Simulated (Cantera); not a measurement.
A freely propagating, adiabatic, planar premixed flame of 35.8 % CO, 1.22 % H₂, 13.2 % O₂, 49.8 % N₂, equivalence ratio 1.4, unburnt at 323 K and 5.00 bar; mixture-averaged transport, grid criteria slope 0.08 and curve 0.16, no radiation.

Computed with Cantera and GRI-Mech 3.0 (53 species, 325 reactions). The hydrogen kinetics of GRI-Mech 3.0 are dated; newer H2 mechanisms differ, most at raised pressure. Burning velocities carry a grid error of a few per cent, more on coarse grids.

Question: Predict: laminar burning velocity; thermal thickness; peak x(H); peak x(H₂O₂).

Answer: 
```
Property                      Value
------------------------  ---------
laminar burning velocity  39.3 cm/s
thermal thickness          0.129 mm
peak x(H)                   0.00423
peak x(H₂O₂)               0.000126
```
